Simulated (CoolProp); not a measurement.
Values from CoolProp's reference Helmholtz-energy equation of state, Schroeder 2014.

**Question.** For ethanol, give the phase and the cp (kJ/(kg K)), speed of sound (m/s), conductivity (mW/(m K)), Prandtl number at 183.55 °C and 15700 kPa.

**Answer.** 
- 183.55 °C and 15700 kPa: liquid; cp 3.90, speed of sound 743, conductivity 147, Prandtl number 3.84

Viscosity comes from a separate model (Kiselev 2005). Thermal conductivity comes from a separate model (Assael 2013).
